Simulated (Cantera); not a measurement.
# Chlorosilane synthesis and conversion: SiCl4 + Cl2 + H2

Charge: 1 mol SiCl4, 2.5 mol Cl2, 5.6 mol H2, equilibrated at 923 K and 1 atm.

These are equilibrium values from Cantera (NASA tables, ideal gas, pure condensed phases), not measurements of a reactor. Candidate condensed phases: Si; 19 gas species. Equilibrium is a limit: real reactors are often held back by kinetics, nucleation or transport.

x(HCl): 0.550
x(H2): 0.340
x(SiCl4): 0.110
x(SiHCl3): 0.000242
x(SiCl3): 2.45e-6
gas amount: 9.100 mol
log10 activity of Si(s) (absent): -8.76
